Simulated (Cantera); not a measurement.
Input (Python, Cantera):

```python
import numpy as np
import cantera as ct

gas = ct.Solution("gri30.yaml")


def delay(T, t_max=10):
    gas.TPX = T, 61000, {'CH4': 1, 'O2': 4.35, 'N2': 16.3}
    reactor = ct.IdealGasConstPressureReactor(gas, clone=False)
    net = ct.ReactorNet([reactor])
    net.rtol, net.atol = 1e-8, 1e-16
    while net.time < t_max:
        t_old, T_old = net.time, reactor.T
        net.step()
        if reactor.T > T + 400:  # ignition: a rise of 400 K
            return t_old + (T + 400 - T_old) / (reactor.T - T_old) * (net.time - t_old)
    return np.nan


taus = []
for T in [1000, 1075, 1150, 1225, 1300, 1375, 1450, 1525]:
    taus.append(delay(T))
    print(f"T0 = {T:6g} K   tau = {taus[-1]:.4e} s")
```

Result:

```
T0 =   1000 K   tau = 1.2305e+00 s
T0 =   1075 K   tau = 3.2775e-01 s
T0 =   1150 K   tau = 9.6920e-02 s
T0 =   1225 K   tau = 3.1756e-02 s
T0 =   1300 K   tau = 1.1556e-02 s
T0 =   1375 K   tau = 4.7023e-03 s
T0 =   1450 K   tau = 2.1507e-03 s
T0 =   1525 K   tau = 1.0977e-03 s
```

Model: GRI-Mech 3.0 (53 species, 325 reactions), integrated in Cantera.
